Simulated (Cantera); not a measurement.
Adiabatic ignition

An adiabatic, constant-pressure homogeneous reactor starts with C3H8 : O2 : N2 : H2O = 1 : 2.38 : 8.95 : 3.2 (molar parts), at 1075 K and 1200000 Pa.

Model: GRI-Mech 3.0 (53 species, 325 reactions), integrated in Cantera. GRI-Mech 3.0 was tuned for natural gas; its chemistry of propane as a main component is partial and can be far from experiment. The pressure lies above the range GRI-Mech 3.0 was tuned for (to about 10 atm).

| t (s) | T (K) | x C3H8 | x O2 | x H2O | x C2H6 | x NO | x CH2CO |
|---|---|---|---|---|---|---|---|
| 4.00e-6 | 1075 | 0.0644 | 0.153 | 0.206 | 2.02e-11 | <1e-12 | <1e-12 |
| 1.59e-5 | 1075 | 0.0644 | 0.153 | 0.206 | 3.00e-10 | <1e-12 | <1e-12 |
| 6.33e-5 | 1075 | 0.0644 | 0.153 | 0.206 | 2.12e-8 | <1e-12 | 4.80e-12 |
| 0.000252 | 1075 | 0.0644 | 0.153 | 0.206 | 1.51e-6 | <1e-12 | 1.07e-9 |
| 0.00100 | 1075 | 0.0642 | 0.153 | 0.206 | 1.57e-5 | <1e-12 | 5.06e-8 |
| 0.00399 | 1074 | 0.0634 | 0.153 | 0.206 | 8.67e-5 | <1e-12 | 1.23e-6 |
| 0.0159 | 1105 | 0.0476 | 0.142 | 0.212 | 0.00151 | <1e-12 | 0.000227 |
| 0.0632 | 1989 | <1e-12 | 1.23e-8 | 0.221 | <1e-12 | 1.08e-6 | 3.98e-12 |
| 0.251 | 1989 | <1e-12 | 1.23e-8 | 0.221 | <1e-12 | 1.12e-6 | 3.79e-12 |
| 1.00 | 1989 | <1e-12 | 1.23e-8 | 0.221 | <1e-12 | 1.23e-6 | 3.79e-12 |
x: mole fraction; the columns are a selection and need not sum to one.

```json
{
 "time_of_steepest_temperature_rise": "16.2 ms",
 "temperature at 1.00 s": "1989 K",
 "equilibrium_temperature": "1989 K",
 "x(C3H8) at 1.00 s": "<1e-12 (gas-phase equilibrium <1e-12)",
 "x(O2) at 1.00 s": "1.23e-8 (gas-phase equilibrium 1.23e-8)",
 "x(H2O) at 1.00 s": "0.221 (gas-phase equilibrium 0.221)"
}
```
